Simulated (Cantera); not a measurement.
A Cantera script and what it prints.

```python
import numpy as np
import cantera as ct

gas_names = """
    CL CL2 H HCL H2 N NH NH2 NH3 N2 N2H2 N2H4 Si SiCL SiCL2 SiCL3 SiCL4 SiH SiHCL3 SiH2 SiH2CL2 SiH3
    SiH3CL SiH4 SiN Si2 Si2N Si3
""".split()
cond_names = """
    NH4CL(a) NH4CL(b) Si(cr) Si(L) Si3N4(a)
""".split()


def load(file, names, dense=False):
    # The tables refer to 1 bar. Condensed volumes are neglected.
    table = {s.name: s for s in ct.Species.list_from_file(file)}
    out = []
    for n in names:
        d = dict(table[n].input_data)
        d["thermo"] = dict(d["thermo"], **{"reference-pressure": 1e5})
        if dense:
            d["equation-of-state"] = {"model": "constant-volume", "density": "1e6 g/cm^3"}
        out.append(ct.Species.from_dict(d))
    return out


gas = ct.Solution(thermo="ideal-gas", species=load("nasa_gas.yaml", gas_names))
cond = {s.name: ct.Solution(thermo="fixed-stoichiometry", species=[s], name=s.name)
        for s in load("nasa_condensed.yaml", cond_names, dense=True)}
atoms = {
    'Si3N4': {'Si': 3, 'N': 4},
    'Cl2': {'CL': 2},
    'H2': {'H': 2},
}
top_T = {'Si3N4(a)': 2400}  # K; cautious upper limits of use, not melting points


def equilibrate(T, P, feed):
    n = {}
    for name, mol in feed.items():
        for a, k in atoms[name].items():
            n[a] = n.get(a, 0.0) + k * mol
    gas.TPX = T, P, n
    mass = sum(n.values()) * gas.mean_molecular_weight
    gas.equilibrate("TP")
    valid = [c for c in cond.values() if c.min_temp <= T <= top_T.get(c.name, c.max_temp)]
    mix = ct.Mixture([(gas, mass / gas.mean_molecular_weight)] + [(c, 0.0) for c in valid])
    mix.T, mix.P = T, P
    mix.equilibrate("TP", solver="vcs", rtol=1e-11, max_steps=5000)
    return mix


results = []
feed = {'Si3N4': 1, 'Cl2': 0.55, 'H2': 28}  # mol
T = 1248.15  # K
for P in [1, 4.2, 18, 75, 320, 1300, 5600, 24000, 100000]:
    mix = equilibrate(T, P, feed)
    results.append((T, P, feed, dict(zip(mix.species_names, mix.species_moles))))

top = {s: max(r[3][s] / sum(r[3][g] for g in gas_names) for r in results) for s in gas_names}
cols = sorted((s for s in top if top[s] > 0.001), key=lambda s: -top[s])[:8]
seen = [c for c in cond_names if any(r[3].get(c, 0) > 1e-12 for r in results)]
print("log10 of partial pressures in bar; condensed amounts in mol")
print(f"{'P/Pa':>10s}" + "".join(f"{s[:9]:>10s}" for s in cols + seen))
for T, P, feed, n in results:
    ng = sum(n[g] for g in gas_names)
    print(f"{P:10.4g}" + "".join(f"{np.log10(max(n[s] / ng * P / 1e5, 1e-99)):10.3f}" for s in cols)
          + "".join(f"{n.get(c, 0):10.4g}" for c in seen))
```

Result:

```
log10 of partial pressures in bar; condensed amounts in mol
      P/Pa        H2       HCL        N2     SiCL2    Si(cr)  Si3N4(a)
         1    -5.021    -6.488    -6.922    -7.556    0.4384     0.827
       4.2    -4.394    -5.861    -6.922    -6.929   0.04179    0.9592
        18    -3.761    -5.207    -6.624    -6.452         0    0.9811
        75    -3.142    -4.568    -6.225    -6.058         0    0.9886
       320    -2.512    -3.926    -5.824    -5.672         0    0.9933
      1300    -1.903    -3.311    -5.426    -5.316         0    0.9959
      5600    -1.269    -2.674    -4.970    -4.981         0    0.9973
   2.4e+04    -0.637    -2.042    -4.420    -4.715         0    0.9977
     1e+05    -0.017    -1.423    -3.779    -4.526         0    0.9976
```

Cantera equilibrium calculation (NASA polynomials, part measured and part estimated; ideal gas, pure solids and liquids). Mutual solubility and eutectic melting of coexisting phases are not modelled. The tables' values for SiCl3 are old estimates; treat these amounts as uncertain.
